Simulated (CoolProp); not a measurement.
Fluorine at several states: fugacity coefficient from the reference equation and from simpler models built on Tc = -128.7 °C, pc = 5.240 MPa, ω = 0.045; each cubic takes its own stable root.

Computed with CoolProp (reference Helmholtz-energy equation of state, de Reuck 1990).

```csv
T (°C),p (MPa),phase,reference
-2.65,0.0139,gas,0.9999
-29.05,0.012,gas,0.9999
-144.95,1.53,gas,0.8625
-94.95,0.0591,gas,0.9981
-112.05,1.73,gas,0.9240
```

Question: How far does each simpler model (van der Waals, Redlich-Kwong) lie from the reference over these 5 states: mean and median of the absolute difference, and the worst?

Answer: 
- van der Waals: mean 0.6 %, median 0.0 %, worst +2.6 % at -144.95 °C and 1.53 MPa
- Redlich-Kwong: mean 0.1 %, median 0.0 %, worst -0.4 % at -112.05 °C and 1.73 MPa
